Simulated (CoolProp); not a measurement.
Vapour-liquid equilibrium of R125 (1) + propylene (2) at 302.5 K; x and y are mole fractions of (1).

Model: multi-fluid Helmholtz-energy mixture model, Lemmon 2005 and Lemmon 2013; pair parameters Bell 2016, in CoolProp.

```csv
x,bubble pressure (MPa),y at the bubble point,dew pressure at overall composition x (MPa),liquid density (mol/L)
0.05,1.380,0.097,?,11.65
0.125,1.494,0.208,1.408,11.36
0.2,1.581,0.292,1.486,11.09
0.275,1.646,0.361,1.564,10.83
0.35,1.695,0.421,?,10.60
0.425,1.729,0.476,1.698,10.39
0.5,1.751,0.529,1.740,?
0.575,1.761,0.582,1.760,10.06
0.65,1.758,0.637,1.756,9.932
0.725,1.743,0.697,?,9.836
0.8,1.713,0.763,1.691,9.766
0.875,1.666,0.839,1.640,9.719
0.95,1.599,0.929,1.583,?
```

**Question.** Some entries are withheld; supply them.

**Answer.** 
- 0.05, dew pressure at overall composition x (MPa): 1.333
- 0.35, dew pressure at overall composition x (MPa): 1.637
- 0.5, liquid density (mol/L): 10.21
- 0.725, dew pressure at overall composition x (MPa): 1.732
- 0.95, liquid density (mol/L): 9.694

y crosses x between x = 0.575 and 0.65: the model has an azeotrope there.

The pair parameters rest on a limited set of measurements; away from them the model extrapolates.
